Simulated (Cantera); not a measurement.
Input: 1 mol Si(CH₃)₄, 0.047 mol HCl, 610 mol H₂, at 0.330 bar.

Cantera equilibrium calculation (NASA polynomials, part measured and part estimated; ideal gas, pure solids and liquids). Candidate condensed phases: C, C₆H₆, C₇H₈, C₈H₁₈, Si, SiC; 109 gas species. Gases not in the tables: Si₂H₆ and higher silanes. Kinetics and transport are ignored.

Task: At 2250 K, list the 6 most abundant gas species with their mole fractions, and the condensed phases.

Result: H₂ 0.984, H 0.0128, C₂H₂ (acetylene) 0.00255, Si 0.000254, HCl 7.50e-5, CH₄ 6.65e-5. Condensed: SiC(s).
